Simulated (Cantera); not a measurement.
Gas mixture: 25.7 % CO₂, 42.9 % NO, 31.4 % N₂O, at 2670 Pa, frozen composition.

Cantera's kinetic-theory transport with the Lennard-Jones parameters of GRI-Mech 3.0, ideal gas; thermal conductivity in the multicomponent form. The composition is frozen, though it would react at the higher temperatures.

D: mixture-averaged diffusion coefficient of that species in the mixture.

```csv
T (K),ρ (kg/m³),cp (J/kg/K),μ (µPa s),λ (mW/m/K),Pr,D (cm²/s) H₂O,D (cm²/s) OH,D (cm²/s) O
400,0.0305,970.2,20.9,28.1,0.721,12.4,___,17.5
600,0.0203,1073,28.7,42.5,0.726,26.9,___,35.3
800,0.0152,1151,35.5,56.1,0.728,45.6,___,57.6
1000,0.0122,1207,41.5,68.8,0.728,68.1,___,83.7
1200,0.0102,1244,47.0,80.3,0.728,93.8,___,114
1400,0.00871,1273,52.1,91.2,0.728,123,___,147
```

Problem. Complete the blanks.

Solution. 
- 400, D (cm²/s) OH: 17.2
- 600, D (cm²/s) OH: 34.6
- 800, D (cm²/s) OH: 56.3
- 1000, D (cm²/s) OH: 82.0
- 1200, D (cm²/s) OH: 111
- 1400, D (cm²/s) OH: 144
